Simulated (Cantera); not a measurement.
A closed system holds: 1 mol AlN, 11 mol O2, 70 mol H2, 36 mol HCl, equilibrated at 7.10e-5 bar.

Cantera equilibrium calculation (NASA polynomials, part measured and part estimated; ideal gas, pure solids and liquids). Candidate condensed phases: Al, AlCl3, AlN, Al2O3, H2O, NH4Cl; 45 gas species. Kinetics and transport are ignored.

Q: At 1273 K, list the 4 most abundant gas species with their mole fractions, and the condensed phases.

A: H2 0.465, HCl 0.338, H2O 0.192, N2 0.00469. Condensed: Al2O3(s).
